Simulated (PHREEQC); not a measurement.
Dissolve 0.0049 mol H3AsO4, 0.002 mol HCl and 0.015 mol ZnSO4 per kg of water at 35 °C. Closed to the air; pH follows from the charge balance.

Computed with PHREEQC (ion-association model, wateq4f.dat).

| Quantity | Value |
|---|---|
| pH | 2.52 |
| ionic strength | 0.0416 mol/kgw |
| total alkalinity | -6.90 meq/kg |

| species | molality | activity | log γ |
|---|---|---|---|
| Zn+2 | 0.00992 | 0.00495 | -0.302 |
| SO4-2 | 0.00798 | 0.00383 | -0.318 |
| ZnSO4 | 0.00475 | 0.00479 | 0.004 |
| H+ | 0.00349 | 0.00300 | -0.066 |
| H2AsO4- | 0.00318 | 0.00264 | -0.081 |
| Cl- | 0.00196 | 0.00161 | -0.085 |
| H3AsO4 | 0.00172 | 0.00173 | 0.004 |
| HSO4- | 0.00169 | 0.00140 | -0.081 |

Precipitation was switched off in this run. Species that the database lacks are ignored. The database has no arsenate complexes of Zn.
